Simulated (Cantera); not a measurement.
Source: NASA polynomial tables (part measured, part estimated), evaluated in Cantera. Values are per mole of reaction as written; species without (g) are pure solids or liquids, kept so even where they would boil at 1 bar.

2 SiH4(g) ⇌ H2(g) + 2 SiH3(g)

| T (K) | ΔH° (kJ) | ΔS° (J/K) | ΔG° (kJ) | log10 K |
|---|---|---|---|---|
| 498 | ? | ? | ? | ? |
| 698 | ? | ? | ? | ? |
| 898 | 354.9 | 165.4 | 206.4 | -12.00 |
| 1098 | 354.3 | 164.8 | 173.3 | -8.25 |
| 1298 | 353.1 | 163.8 | 140.5 | -5.65 |
| 1498 | 351.7 | 162.8 | 107.8 | -3.76 |

Question: Fill in the missing entries.

Answer: 
- 498, ΔH° (kJ): 353.2
- 498, ΔS° (J/K): 162.6
- 498, ΔG° (kJ): 272.2
- 498, log10 K: -28.55
- 698, ΔH° (kJ): 354.6
- 698, ΔS° (J/K): 165.1
- 698, ΔG° (kJ): 239.4
- 698, log10 K: -17.92
